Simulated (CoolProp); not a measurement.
Vapour-liquid equilibrium of acetone (1) + toluene (2) at 451 K; x and y are mole fractions of (1).

Model: multi-fluid Helmholtz-energy mixture model, Lemmon 2006 and Lemmon 2006; pair parameters Bell 2016, in CoolProp.

Problem. Give the bubble pressure and the first vapour's composition at x = 0.05, 0.275, 0.95. Is there an azeotrope?

Solution. x = 0.05: 5.874 bar, y = 0.176; x = 0.275: 9.371 bar, y = 0.552; x = 0.95: 18.36 bar, y = 0.974. No azeotrope shows between x = 0.05 and 0.95.

Pair parameters are fitted to limited data, so mixtures are less certain than the pure fluids.
